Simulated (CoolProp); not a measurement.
Saturated liquid density (kg/m³) of R11: the reference equation beside estimates from Tc = 471.1 K, pc = 44.08 bar, ω = 0.189.

Model: reference Helmholtz-energy equation of state, Jacobsen 1992, in CoolProp.

```tsv
T (K)	reference	Soave-Redlich-Kwong	Peng-Robinson
314.7	1436	1355	1533
330.7	1396	1312	1486
346.7	1353	1266	1435
362.8	1307	1215	1378
378.8	1258	1158	1314
394.8	1204	1095	1243
410.8	1145	1024	1161
426.8	1076	941.3	1065
442.8	990.8	841.1	947.7
458.8	869.1	706.7	788.8
```

Absolute difference from the reference over all 10 rows, mean and median: Soave-Redlich-Kwong 9.9 and 8.5 %, Peng-Robinson 4.8 and 4.9 %.
